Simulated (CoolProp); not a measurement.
A single-stage vapour-compression cycle with CH2F2 (R32): evaporating at 194.15 K (dew point), condensing at 239.15 K (bubble point), superheat 10 K, subcooling 8 K, compressor efficiency 0.75, no pressure losses. Each further row changes one setting.

The numbers come from the reference Helmholtz-energy equation of state, Tillner-Roth 1997 in CoolProp.

```
case                              cooling COP  pressure ratio  discharge temperature (K)  refrigerating effect (kJ/kg)  volumetric capacity (kJ/m³)
--------------------------------  -----------  --------------  -------------------------  ----------------------------  ---------------------------
as stated                                2.61            11.6                      373.5                           359                          222
evaporating temperature 199.15 K          [?]             [?]                      354.9                           362                          307
condensing temperature 234.15 K          3.00            9.28                      357.0                           367                          227
subcooling 13 K                          2.67            11.6                      373.5                           367                          227
superheat 20 K                            [?]            11.6                      387.8                           366                          [?]
compressor efficiency 0.65               2.26            11.6                        [?]                           359                          222
```

Problem. Fill in the missing entries.

Solution. 
- evaporating temperature 199.15 K, cooling COP: 3.10
- evaporating temperature 199.15 K, pressure ratio: 8.27
- superheat 20 K, cooling COP: 2.55
- superheat 20 K, volumetric capacity (kJ/m³): 216
- compressor efficiency 0.65, discharge temperature (K): 395.2
